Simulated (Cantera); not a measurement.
**Equilibrium for hydrogen reduction and annealing atmospheres: ZrO2 + H2 + N2**

Input: 1 mol ZrO2, 700 mol H2, 0.34 mol N2, at 1448.15 K and 30.0 Torr.

Method: chemical equilibrium by Gibbs-energy minimisation in Cantera with the NASA 1993 tables (ideal gas, pure condensed phases). Candidate condensed phases: H2O, Zr, ZrN, ZrO2; 28 gas species. Mutual solubility and eutectic melting of coexisting phases are not modelled. ZrN: taken at fixed stoichiometry. Condensed phases not in the tables: solid solutions among these carbides, nitrides and lower oxides. Kinetics and transport are ignored.

```yaml
x(H2): 0.999
x(N2): 0.000485
x(H): 4.62e-5
x(H2O): 1.35e-6
n(ZrN(s)): 0.000471 mol
n(ZrO2(monoclinic)): 1.000 mol
gas_amount: 700.4 mol
log10 activity of Zr(β) (absent): -5.98
```
